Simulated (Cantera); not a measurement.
What does this Cantera script print?

```python
import numpy as np
import cantera as ct

gas = ct.Solution("gri30.yaml")
gas.TPX = 1548, 100000, {'CH4': 1.6, 'H2O': 2}
reactor = ct.IdealGasConstPressureReactor(gas, energy="off", clone=False)
net = ct.ReactorNet([reactor])
net.rtol, net.atol = 1e-08, 1e-18
show = ['CH4', 'H2O', 'HCO', 'H', 'O2', 'C2H2']
times = np.geomspace(0.0002, 4, 15)

steps = ct.SolutionArray(gas, extra=["t"])
rows = []
print(f"{'t/s':>10s}{'T/K':>9s}{'P/Pa':>11s}" + "".join(f"{s:>11s}" for s in show))
for t in times:
    while net.time < t:
        t_next = net.step()
        steps.append(gas.state, t=t_next)
    rows.append([np.interp(t, steps.t, y) for y in (steps.T, steps.P, *steps(*show).X.T)])
    print(f"{t:10.3e}{rows[-1][0]:9.1f}{rows[-1][1]:11.4g}" + "".join(f"{x:11.3e}" for x in rows[-1][2:]))
rate = np.gradient(steps.T, steps.t)
print("integrator steps:", len(steps.t))
if steps.T.max() > steps.T[0] + 200:
    print(f"time of steepest temperature rise: {steps.t[rate.argmax()]:.4e} s")
gas.TPX = 1548, 100000, {'CH4': 1.6, 'H2O': 2}
gas.equilibrate("TP")
print(f"equilibrium (TP): T = {gas.T:.1f} K  " + "  ".join(f"{s} {gas[s].X[0]:.3e}" for s in show))
```

Result:

```
       t/s      T/K       P/Pa        CH4        H2O        HCO          H         O2       C2H2
 2.000e-04   1548.0      1e+05  4.439e-01  5.555e-01  8.564e-12  1.420e-07  3.426e-14  9.741e-08
 4.057e-04   1548.0      1e+05  4.434e-01  5.554e-01  3.336e-11  1.713e-07  1.411e-13  9.121e-07
 8.231e-04   1548.0      1e+05  4.421e-01  5.553e-01  1.167e-10  2.399e-07  5.293e-13  7.587e-06
 1.670e-03   1548.0      1e+05  4.391e-01  5.549e-01  3.685e-10  4.134e-07  2.026e-12  6.411e-05
 3.388e-03   1548.0      1e+05  4.319e-01  5.532e-01  8.627e-10  8.398e-07  7.125e-12  5.133e-04
 6.872e-03   1548.0      1e+05  4.158e-01  5.483e-01  1.164e-09  1.715e-06  1.848e-11  3.119e-03
 1.394e-02   1548.0      1e+05  3.862e-01  5.370e-01  9.861e-10  3.156e-06  2.995e-11  1.200e-02
 2.828e-02   1548.0      1e+05  3.403e-01  5.177e-01  7.568e-10  5.214e-06  2.837e-11  2.924e-02
 5.738e-02   1548.0      1e+05  2.796e-01  4.920e-01  5.782e-10  7.795e-06  1.501e-11  5.122e-02
 1.164e-01   1548.0      1e+05  2.095e-01  4.611e-01  4.628e-10  1.084e-05  6.748e-12  7.409e-02
 2.362e-01   1548.0      1e+05  1.418e-01  4.267e-01  4.486e-10  1.426e-05  3.908e-12  9.304e-02
 4.791e-01   1548.0      1e+05  9.168e-02  3.889e-01  6.206e-10  1.774e-05  2.774e-12  1.017e-01
 9.719e-01   1548.0      1e+05  6.732e-02  3.447e-01  1.102e-09  2.036e-05  2.133e-12  9.559e-02
 1.972e+00   1548.0      1e+05  6.017e-02  2.921e-01  1.932e-09  2.166e-05  1.545e-12  7.755e-02
 4.000e+00   1548.0      1e+05  5.518e-02  2.345e-01  3.062e-09  2.263e-05  1.038e-12  5.560e-02
integrator steps: 1328
equilibrium (TP): T = 1548.0 K  CH4 3.864e-06  H2O 5.274e-02  HCO 8.024e-09  H 2.616e-05  O2 6.907e-14  C2H2 1.573e-10
```

Model: GRI-Mech 3.0 (53 species, 325 reactions), integrated in Cantera.
